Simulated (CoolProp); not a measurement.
The numbers come from the reference Helmholtz-energy equation of state, Zhou 2012 in CoolProp.

Question: For o-xylene, give the phase and the cp (kJ/(kg K)), speed of sound (m/s), Prandtl number at 362.9 K and 17 MPa; 436.4 K and 17 MPa; 583.3 K and 17 MPa.

Answer: 
- 362.9 K and 17 MPa: liquid; cp 1.96, speed of sound 1200, Prandtl number 7.04
- 436.4 K and 17 MPa: liquid; cp 2.20, speed of sound 970, Prandtl number 5.43
- 583.3 K and 17 MPa: liquid; cp 2.67, speed of sound 596, Prandtl number 4.00

Viscosity comes from a separate model (Cao 2016). Thermal conductivity comes from a separate model (Mylona 2014).
